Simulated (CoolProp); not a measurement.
Vapour pressure (MPa) of CH3F (R41): the reference equation beside estimates from Tc = 317.3 K, pc = 5.906 MPa, ω = 0.200.

Computed with CoolProp (reference Helmholtz-energy equation of state, Lemmon 2006). It is a short technical equation, of lower accuracy than the large ones.

```csv
T (K),reference,van der Waals,Redlich-Kwong
213.2,…,0.9579,0.3622
216.4,0.2923,1.036,0.4131
219.5,0.3340,1.115,0.4673
222.7,0.3817,1.200,0.5284
225.8,0.4327,1.287,0.5929
229,0.4907,…,0.6652
232.1,…,1.477,0.7410
235.3,0.6217,1.579,0.8256
238.4,0.6952,1.683,0.9138
241.6,0.7777,…,1.012
244.7,0.8645,1.907,1.113
```

Question: Fill in the missing entries.

Answer: 
- 213.2, reference: 0.2536
- 229, van der Waals: 1.382
- 232.1, reference: 0.5522
- 241.6, van der Waals: 1.795

Absolute difference from the reference over all 11 rows, mean and median: van der Waals 188.6 and 181.6 %, Redlich-Kwong 35.7 and 35.6 %.
